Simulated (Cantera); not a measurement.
What does this Cantera script print?

```python
import numpy as np
import cantera as ct

gas_names = """
    F F2 N NF NF2 NF3 N2 Si SiF SiF2 SiF3 SiF4 SiN Si2 Si2N Si3
""".split()
cond_names = """
    Si(cr) Si(L) Si3N4(a)
""".split()


# ... load() reads the species with a 1 bar reference pressure and builds the phases ...
atoms = {
    'Si': {'Si': 1},
    'F2': {'F': 2},
    'N2': {'N': 2},
}
top_T = {'Si3N4(a)': 2400}  # K; cautious upper limits of use, not melting points


# ... equilibrate(T, P, feed) seeds the gas with the atoms and calls Mixture.equilibrate('TP', solver="vcs", rtol=1e-11, max_steps=5000) ...
results = []
T = 823  # K
P = 100000  # Pa
for m in [0.11, 0.27, 0.65, 1.5, 3.6, 8.7, 21, 49]:
    feed = {'Si': 1, 'F2': 3.7, 'N2': m}  # mol
    mix = equilibrate(T, P, feed)
    results.append((T, P, feed, dict(zip(mix.species_names, mix.species_moles))))

top = {s: max(r[3][s] / sum(r[3][g] for g in gas_names) for r in results) for s in gas_names}
cols = sorted((s for s in top if top[s] > 0.0001), key=lambda s: -top[s])[:5]
seen = [c for c in cond_names if any(r[3].get(c, 0) > 1e-12 for r in results)]
print("log10 of partial pressures in bar; condensed amounts in mol")
print(f"{'n(N2)':>10s}" + "".join(f"{s[:9]:>10s}" for s in cols + seen))
for T, P, feed, n in results:
    ng = sum(n[g] for g in gas_names)
    print(f"{feed['N2']:10.4g}" + "".join(f"{np.log10(max(n[s] / ng * P / 1e5, 1e-99)):10.3f}" for s in cols)
          + "".join(f"{n.get(c, 0):10.4g}" for c in seen))
```

Output:

```
log10 of partial pressures in bar; condensed amounts in mol
     n(N2)        N2        F2      SiF4       NF3         F
      0.11    -3.447    -0.281    -0.415    -1.077    -2.072
      0.27    -2.227    -0.426    -0.392    -0.684    -2.144
      0.65    -1.009    -0.713    -0.408    -0.505    -2.287
       1.5    -0.496    -0.936    -0.523    -0.583    -2.399
       3.6    -0.235    -1.162    -0.735    -0.791    -2.512
       8.7    -0.106    -1.407    -1.024    -1.095    -2.634
        21    -0.046    -1.671    -1.360    -1.461    -2.766
        49    -0.021    -1.939    -1.708    -1.850    -2.900
```

Cantera equilibrium calculation (NASA polynomials, part measured and part estimated; ideal gas, pure solids and liquids).
